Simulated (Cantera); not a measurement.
An isothermal, constant-pressure homogeneous reactor starts with C2H6 : N2 = 1 : 130 (molar parts), at 1425 K and 0.132 atm.

Cantera simulation using GRI-Mech 3.0 (53 species, 325 reactions); the numbers are that mechanism's predictions, not measurements. GRI-Mech 3.0 stops at C3 and has no aromatics, soot or wall deposition, so with more carbon than oxygen in the feed, carbon stays in small species such as C2H2 where larger ones or solid carbon would form.

**Question.** Predict: x(C2H6) at 60.0 s; x(CH3) at 60.0 s; x(HCN) at 60.0 s; x(C2H4) at 60.0 s; x(C2H) at 60.0 s.

**Answer.** 
```
Property                                             Result
-----------------  ----------------------------------------
x(C2H6) at 60.0 s  6.73e-8 (gas-phase equilibrium 3.36e-11)
x(CH3) at 60.0 s    2.23e-6 (gas-phase equilibrium 4.39e-8)
x(HCN) at 60.0 s     7.48e-7 (gas-phase equilibrium 0.0133)
x(C2H4) at 60.0 s   8.88e-6 (gas-phase equilibrium 1.07e-6)
x(C2H) at 60.0 s   1.19e-9 (gas-phase equilibrium 1.52e-10)
```
